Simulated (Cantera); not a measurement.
Input (Python, Cantera) and output of one run.

```python
import numpy as np
import cantera as ct

gas_names = """
    C CN CO CO2 C2 CCN CNC C2N2 C2O C3 C3O2 C4 C4N2 C5 N NCO NO NO2 NO3 N2 N2O O O2 O3
""".split()
cond_names = """
    C(gr)
""".split()


# ... load() reads the species with a 1 bar reference pressure and builds the phases ...
atoms = {
    'CO': {'C': 1, 'O': 1},
    'CO2': {'C': 1, 'O': 2},
    'N2': {'N': 2},
}
top_T = {'C(gr)': 4500}  # K; cautious upper limits of use, not melting points


# ... equilibrate(T, P, feed) seeds the gas with the atoms and calls Mixture.equilibrate('TP', solver="vcs", rtol=1e-11, max_steps=5000) ...
results = []
feed = {'CO': 1, 'CO2': 0.02, 'N2': 1.7}  # mol
P = 72  # Pa
for T in [898, 1098, 1298, 1498, 1698, 1898, 2098, 2298, 2498, 2698, 2898]:
    mix = equilibrate(T, P, feed)
    results.append((T, P, feed, dict(zip(mix.species_names, mix.species_moles))))

top = {s: max(r[3][s] / sum(r[3][g] for g in gas_names) for r in results) for s in gas_names}
cols = sorted((s for s in top if top[s] > 0.0001), key=lambda s: -top[s])[:8]
seen = [c for c in cond_names if any(r[3].get(c, 0) > 1e-12 for r in results)]
print("log10 of partial pressures in bar; condensed amounts in mol")
print(f"{'T/K':>10s}" + "".join(f"{s[:9]:>10s}" for s in cols + seen))
for T, P, feed, n in results:
    ng = sum(n[g] for g in gas_names)
    print(f"{T:10.4g}" + "".join(f"{np.log10(max(n[s] / ng * P / 1e5, 1e-99)):10.3f}" for s in cols)
          + "".join(f"{n.get(c, 0):10.4g}" for c in seen))
```

It prints:

```
log10 of partial pressures in bar; condensed amounts in mol
       T/K        N2        CO       CO2         O        NO         N
       898    -3.347    -3.577    -5.276   -24.894   -19.922   -26.028
      1098    -3.347    -3.577    -5.276   -19.222   -15.959   -20.980
      1298    -3.347    -3.577    -5.276   -15.300   -13.223   -17.481
      1498    -3.347    -3.577    -5.276   -12.426   -11.222   -14.912
      1698    -3.347    -3.577    -5.276   -10.231    -9.696   -12.946
      1898    -3.347    -3.577    -5.277    -8.501    -8.496   -11.392
      2098    -3.347    -3.577    -5.286    -7.111    -7.535   -10.132
      2298    -3.347    -3.576    -5.378    -6.051    -6.831    -9.091
      2498    -3.349    -3.573    -5.781    -5.489    -6.570    -8.217
      2698    -3.350    -3.572    -6.446    -5.332    -6.669    -7.471
      2898    -3.350    -3.572    -7.120    -5.298    -6.856    -6.827
```

These are equilibrium values from Cantera (NASA tables, ideal gas, pure condensed phases), not measurements of a reactor.
